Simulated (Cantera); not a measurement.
What does this Cantera script print?

```python
import numpy as np
import cantera as ct

gas = ct.Solution("gri30.yaml")
gas.TPX = 1050, 100000, {'C2H4': 1, 'O2': 2.5, 'N2': 9.4, 'H2O': 0.55}
reactor = ct.IdealGasReactor(gas, energy="on", clone=False)
net = ct.ReactorNet([reactor])
net.rtol, net.atol = 1e-08, 1e-16
show = ['C2H4', 'O2', 'H2O', 'CH3', 'OH']
times = np.geomspace(2e-06, 0.5, 11)

steps = ct.SolutionArray(gas, extra=["t"])
rows = []
print(f"{'t/s':>10s}{'T/K':>9s}{'P/Pa':>11s}" + "".join(f"{s:>11s}" for s in show))
for t in times:
    while net.time < t:
        t_next = net.step()
        steps.append(gas.state, t=t_next)
    rows.append([np.interp(t, steps.t, y) for y in (steps.T, steps.P, *steps(*show).X.T)])
    print(f"{t:10.3e}{rows[-1][0]:9.1f}{rows[-1][1]:11.4g}" + "".join(f"{x:11.3e}" for x in rows[-1][2:]))
rate = np.gradient(steps.T, steps.t)
print("integrator steps:", len(steps.t))
if steps.T.max() > steps.T[0] + 200:
    print(f"time of steepest temperature rise: {steps.t[rate.argmax()]:.4e} s")
gas.TPX = 1050, 100000, {'C2H4': 1, 'O2': 2.5, 'N2': 9.4, 'H2O': 0.55}
gas.equilibrate("UV")
print(f"equilibrium (UV): T = {gas.T:.1f} K  " + "  ".join(f"{s} {gas[s].X[0]:.3e}" for s in show))
```

Result:

```
       t/s      T/K       P/Pa       C2H4         O2        H2O        CH3         OH
 2.000e-06   1050.0      1e+05  7.435e-02  1.859e-01  4.089e-02  1.601e-14  4.254e-14
 6.931e-06   1050.0      1e+05  7.435e-02  1.859e-01  4.089e-02  1.271e-13  6.122e-14
 2.402e-05   1050.0      1e+05  7.435e-02  1.859e-01  4.089e-02  7.038e-13  7.656e-14
 8.326e-05   1050.0      1e+05  7.435e-02  1.859e-01  4.089e-02  2.903e-12  8.338e-14
 2.885e-04   1050.0      1e+05  7.435e-02  1.859e-01  4.089e-02  1.006e-11  1.008e-13
 1.000e-03   1050.0      1e+05  7.435e-02  1.859e-01  4.089e-02  3.035e-11  1.519e-13
 3.466e-03   1050.0      1e+05  7.435e-02  1.859e-01  4.089e-02  7.922e-11  2.908e-13
 1.201e-02   1050.0      1e+05  7.435e-02  1.859e-01  4.089e-02  4.302e-10  1.424e-12
 4.163e-02   2882.6  2.938e+05  3.322e-21  9.274e-03  1.386e-01  3.776e-13  1.683e-02
 1.443e-01   2882.6  2.938e+05  3.322e-21  9.274e-03  1.386e-01  3.776e-13  1.683e-02
 5.000e-01   2882.6  2.938e+05  3.322e-21  9.274e-03  1.386e-01  3.776e-13  1.683e-02
integrator steps: 2039
time of steepest temperature rise: 3.4715e-02 s
equilibrium (UV): T = 2882.6 K  C2H4 3.575e-21  O2 9.274e-03  H2O 1.386e-01  CH3 4.760e-13  OH 1.683e-02
```

Model: GRI-Mech 3.0 (53 species, 325 reactions), integrated in Cantera. GRI-Mech 3.0 was tuned for natural gas; its chemistry of ethylene as a main component is partial and can be far from experiment.
